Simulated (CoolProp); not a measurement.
Saturation properties of hydrogen chloride (Tc = 51.5 °C, pc = 8.314 MPa, ω = 0.130).

Values from CoolProp's reference Helmholtz-energy equation of state, Thol 2018.

| T (°C) | p (MPa) | liquid density (kg/m³) | vapour density (kg/m³) | enthalpy of vaporisation (kJ/kg) |
|---|---|---|---|---|
| -66.05 | 0.2665 | 1137 | 5.982 | 422.2 |
| -57.45 | 0.3891 | 1114 | 8.532 | 411.4 |
| -48.85 | 0.5509 | 1090 | 11.85 | 399.8 |
| -40.15 | 0.7617 | 1064 | 16.16 | 387.1 |
| -31.55 | 1.025 | 1038 | 21.55 | 373.5 |
| -22.95 | 1.350 | 1011 | 28.31 | 358.8 |
| -14.35 | 1.746 | 981.5 | 36.73 | 342.6 |
| -5.75 | 2.222 | 950.1 | 47.24 | 324.7 |
| 2.85 | 2.787 | 916.2 | 60.42 | 304.6 |
| 11.45 | 3.453 | 878.8 | 77.14 | 281.8 |
| 20.05 | 4.232 | 836.6 | 98.83 | 255.4 |
| 28.65 | 5.138 | 787.2 | 128.1 | 223.5 |

It boils at -85.0 °C under 1 atm.
